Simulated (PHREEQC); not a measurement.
Synthetic water in mmol/kgw, 45 °C, pH 7.69: Na 88; K 4.26; Ca 10.9; Mg 6.31; Cl 109; S(6) 6.77; Alkalinity (meq/kgw) 0.023; Si 0.134.

Valence states are taken as typed.

Model: Pitzer model, pitzer.dat, run in PHREEQC.

```yaml
ionic_strength: 0.149 mol/kgw
specific_conductance: 18600 µS/cm
density: 0.996 g/cm³
osmotic_coefficient: 0.899
charge_balance_error: 1.6 %
```

```
species  molality  activity   log γ
-------  --------  --------  ------
Cl-         0.109    0.0801  -0.134
Na+        0.0880    0.0669  -0.119
Ca+2       0.0109   0.00319  -0.533
SO4-2     0.00677   0.00144  -0.672
Mg+2      0.00631   0.00200  -0.499
K+        0.00426   0.00318  -0.127
H4SiO4   0.000131  0.000133   0.007
```

Precipitation was switched off in this run. Complexes and solids missing from the database can't appear. Away from 25 °C the constants follow the database's enthalpies or fits; those with neither stay at their 25 °C values.
